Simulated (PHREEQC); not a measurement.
**Buffer: speciation**

Consider water at 20 °C with 0.015 mol NaHSO4 and 0.00038 mol Na2B4O7 per kg of water. Closed to the air; pH follows from the charge balance.

Model: ion-association model, phreeqc.dat, run in PHREEQC.

```
Quantity                      Result
--------------------  --------------
pH                              2.07
ionic strength        0.0352 mol/kgw
specific conductance      4600 µS/cm
total alkalinity        -14.2 meq/kg
```

| species | molality | activity | log γ |
|---|---|---|---|
| Na+ | 0.0154 | 0.0130 | -0.073 |
| SO4-2 | 0.0101 | 0.00516 | -0.292 |
| H+ | 0.00972 | 0.00844 | -0.061 |
| HSO4- | 0.00452 | 0.00381 | -0.075 |
| H3BO3 | 0.00152 | 0.00153 | 0.004 |
| NaSO4- | 0.000383 | 0.000325 | -0.071 |

This is a speciation only: nothing precipitates in the calculation. Complexes and solids missing from the database can't appear.
